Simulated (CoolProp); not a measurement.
A simple Rankine cycle with water: condensing at 317.15 K, boiler at 9.32 MPa, turbine inlet 619 K, turbine efficiency 0.65, pump efficiency 0.8, no recuperator. Each further row changes one setting.

Values from CoolProp's reference Helmholtz-energy equation of state, Wagner 2002.

| case | thermal efficiency (%) | net work (kJ/kg) | heat in (kJ/kg) | turbine exit temperature (K) | volume ratio over the turbine |
|---|---|---|---|---|---|
| as stated | 24.5 | 669 | 2740 | 317.2 | 569 |
| turbine inlet 639 K | 24.7 | 693 | 2810 | 317.2 | 542 |
| condensing temperature 309.15 K | 25.2 | 697 | 2770 | 309.2 | 845 |
| boiler pressure 6.52 MPa | 23.8 | 672 | 2830 | 317.2 | 379 |
| turbine efficiency 0.55 | 20.6 | 565 | 2740 | 317.2 | 597 |

The expansion ends wet for: as stated; turbine inlet 639 K; condensing temperature 309.15 K; boiler pressure 6.52 MPa; turbine efficiency 0.55.
